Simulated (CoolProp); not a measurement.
The fluid at 544.83 K and 4.44 MPa expands adiabatically to 0.318 MPa with isentropic efficiency 0.9. The same conditions are run with several fluids, on thermodynamics alone (safety and materials aside).

Model: reference Helmholtz-energy equation of state of each fluid (methanol: de Reuck 1993; ammonia: Gao 2020; propylene: Lemmon 2013; cyclopentane: Gedanitz 2015; ethanol: Schroeder 2014), in CoolProp.

Task: Rank methanol, ammonia, propylene, cyclopentane, ethanol by work (kJ/kg), highest first.

Result: ammonia (465), methanol (246), propylene (216), ethanol (181), cyclopentane (118)

| fluid | final temperature (K) | final density (kg/m³) |
|---|---|---|
| methanol | 377.3 | 3.49 |
| ammonia | 330.1 | 2.02 |
| propylene | 433.0 | 3.77 |
| cyclopentane | 454.4 | 6.13 |
| ethanol | 417.9 | 4.41 |
